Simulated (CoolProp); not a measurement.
Properties of ethanol at several states (Tc = 514.7 K, pc = 6.268 MPa, ω = 0.644).

Computed with CoolProp (reference Helmholtz-energy equation of state, Schroeder 2014).

```csv
T (K),p (MPa),phase,cv (kJ/(kg K)),speed of sound (m/s),Joule-Thomson coefficient (K/MPa),isothermal compressibility (1/MPa),conductivity (mW/(m K)),Prandtl number
299,3.61,liquid,2.047,1162,-0.3543,0.001119,165,[?]
227.3,0.0725,liquid,[?],1412,-0.4481,0.0007327,183,65.4
441.2,0.197,gas,1.762,292.5,20.88,5.183,31.0,0.831
261.3,0.731,liquid,1.809,1277,-0.4089,[?],172,30.4
601,24.1,supercritical,[?],398.4,1.139,0.02451,131,1.96
```

Problem. What belongs in the gaps?

Solution. 
- 299, Prandtl number: 16.1
- 227.3, cv (kJ/(kg K)): 1.641
- 261.3, isothermal compressibility (1/MPa): 0.0009072
- 601, cv (kJ/(kg K)): 3.037

Viscosity comes from a separate model (Kiselev 2005). Thermal conductivity comes from a separate model (Assael 2013).
